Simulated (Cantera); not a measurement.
An isothermal, constant-pressure homogeneous reactor starts with CH2O : O2 : N2 = 0.0024 : 0.049 : 1 (molar parts), equivalence ratio 0.049, at 1000 K and 1.01 bar.

Detailed kinetics in Cantera: GRI-Mech 3.0 (53 species, 325 reactions).

x: mole fraction; the columns are a selection and need not sum to one.

| t (s) | x CH2O | x O2 | x C2H | x H2 | x CH4 | x C2H4 | x O |
|---|---|---|---|---|---|---|---|
| 2.00e-6 | 0.00228 | 0.0466 | <1e-12 | 4.66e-12 | <1e-12 | <1e-12 | <1e-12 |
| 5.79e-6 | 0.00228 | 0.0466 | <1e-12 | 3.27e-11 | <1e-12 | <1e-12 | 3.14e-12 |
| 1.68e-5 | 0.00228 | 0.0466 | <1e-12 | 1.59e-10 | <1e-12 | <1e-12 | 8.15e-12 |
| 4.85e-5 | 0.00228 | 0.0466 | <1e-12 | 5.67e-10 | <1e-12 | <1e-12 | 9.73e-12 |
| 0.000140 | 0.00228 | 0.0466 | <1e-12 | 1.81e-9 | <1e-12 | <1e-12 | 1.04e-11 |
| 0.000406 | 0.00228 | 0.0466 | <1e-12 | [?] | <1e-12 | <1e-12 | 1.26e-11 |
| 0.00118 | 0.00228 | 0.0466 | <1e-12 | 2.23e-8 | <1e-12 | <1e-12 | 1.94e-11 |
| 0.00340 | 0.00228 | 0.0466 | <1e-12 | 1.17e-7 | <1e-12 | <1e-12 | 4.64e-11 |
| 0.00985 | 0.00226 | 0.0466 | <1e-12 | 1.12e-6 | <1e-12 | <1e-12 | 2.12e-10 |
| 0.0285 | [?] | 0.0463 | <1e-12 | [?] | <1e-12 | <1e-12 | [?] |
| 0.0825 | 4.48e-8 | 0.0453 | <1e-12 | 6.30e-5 | <1e-12 | <1e-12 | 2.12e-6 |
| 0.239 | <1e-12 | 0.0452 | <1e-12 | 2.27e-5 | <1e-12 | <1e-12 | 7.01e-7 |
| 0.691 | <1e-12 | 0.0450 | <1e-12 | 5.01e-6 | <1e-12 | <1e-12 | 5.17e-7 |
| 2.00 | <1e-12 | 0.0447 | <1e-12 | 8.77e-7 | <1e-12 | <1e-12 | 3.53e-7 |

What belongs in the gaps?


- 0.000406, x H2: 5.91e-9
- 0.0285, x CH2O: 0.00189
- 0.0285, x H2: 1.87e-5
- 0.0285, x O: 1.73e-9
